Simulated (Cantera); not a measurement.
An isothermal, constant-pressure homogeneous reactor starts with N2O : N2 = 1 : 7 (molar parts), at 1400 K and 9700 Pa. Integrator tolerance rtol = 1e-08.

Detailed kinetics in Cantera: GRI-Mech 3.0 (53 species, 325 reactions). GRI-Mech 3.0 was tuned for natural gas; its chemistry of N2O as a main component is partial and can be far from experiment. The temperature is held fixed by assumption; the heat of reaction is taken as removed at once.

```json
[
 {"quantity": "x(N2O) at 200 s", "before": "1.45e-7 (gas-phase equilibrium 9.08e-9)", "after": "1.22e-7 (gas-phase equilibrium 2.92e-8)"},
 {"quantity": "x(O) at 200 s", "before": "6.71e-7 (gas-phase equilibrium 7.40e-7)", "after": "2.13e-7 (gas-phase equilibrium 2.31e-7)"},
 {"quantity": "x(O2) at 200 s", "before": "0.0479 (gas-phase equilibrium 0.0586)", "after": "0.0499 (gas-phase equilibrium 0.0586)"},
 {"quantity": "x(NO) at 200 s", "before": "0.0219 (gas-phase equilibrium 0.000420)", "after": "0.0177 (gas-phase equilibrium 0.000420)"},
 {"quantity": "x(N2) at 200 s", "before": "0.930 (gas-phase equilibrium 0.941)", "after": "0.932 (gas-phase equilibrium 0.941)"}
]
```

Q: What was changed between the two runs?
(A) pressure from 9700 Pa to 910 Pa
(B) pressure from 9700 Pa to 1600 Pa
(C) pressure from 9700 Pa to 100000 Pa
(D) N2O 1 to 0.14 parts

A: C, pressure from 9700 Pa to 100000 Pa
